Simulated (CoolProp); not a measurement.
Vapour pressure (MPa) of C2F6 (R116): the reference equation beside estimates from Tc = 293.0 K, pc = 3.048 MPa, ω = 0.257. Clausius-Clapeyron is anchored at 218.3 K with a constant enthalpy of vaporisation of 14.63 kJ/mol.

The numbers come from the reference Helmholtz-energy equation of state, Lemmon 2006 in CoolProp. It is a short technical equation, of lower accuracy than the large ones.

| T (K) | reference | Lee-Kesler | Clausius-Clapeyron | van der Waals | Redlich-Kwong | Soave-Redlich-Kwong | Peng-Robinson |
|---|---|---|---|---|---|---|---|
| 181.4 | 0.04558 | 0.04487 | 0.05902 | 0.3164 | 0.08601 | 0.04512 | 0.04584 |
| 187.6 | 0.06661 | 0.06591 | 0.08132 | 0.3812 | 0.1195 | 0.06610 | 0.06673 |
| 193.7 | 0.09414 | 0.09354 | 0.1093 | 0.4531 | 0.1612 | 0.09364 | 0.09404 |
| 199.8 | 0.1298 | 0.1295 | 0.1442 | 0.5335 | 0.2126 | 0.1295 | 0.1294 |
| 206 | 0.1760 | 0.1761 | 0.1879 | 0.6244 | 0.2763 | 0.1760 | 0.1753 |
| 212.1 | 0.2329 | 0.2335 | 0.2402 | 0.7231 | 0.3512 | 0.2334 | 0.2318 |
| 218.3 | 0.3040 | 0.3053 | 0.3040 | 0.8332 | 0.4413 | 0.3054 | 0.3026 |
| 224.4 | 0.3889 | 0.3909 | 0.3785 | 0.9515 | 0.5447 | 0.3915 | 0.3873 |
| 230.5 | 0.4905 | 0.4931 | 0.4657 | 1.080 | 0.6639 | 0.4949 | 0.4889 |
| 236.7 | 0.6128 | 0.6161 | 0.5688 | 1.222 | 0.8025 | 0.6195 | 0.6115 |
| 242.8 | 0.7540 | 0.7577 | 0.6855 | 1.372 | 0.9571 | 0.7636 | 0.7535 |
| 249 | 0.9209 | 0.9249 | 0.8211 | 1.535 | 1.134 | 0.9340 | 0.9218 |
| 255.1 | 1.110 | 1.115 | 0.9722 | 1.708 | 1.328 | 1.128 | 1.113 |
| 261.2 | 1.328 | 1.332 | 1.142 | 1.892 | 1.544 | 1.349 | 1.333 |
| 267.4 | 1.579 | 1.584 | 1.335 | 2.091 | 1.785 | 1.605 | 1.588 |

Absolute difference from the reference over all 15 rows, mean and median: Lee-Kesler 0.5 and 0.5 %, Clausius-Clapeyron 11.0 and 10.8 %, van der Waals 202.7 and 144.7 %, Redlich-Kwong 44.1 and 40.1 %, Soave-Redlich-Kwong 0.9 and 0.9 %, Peng-Robinson 0.3 and 0.3 %.
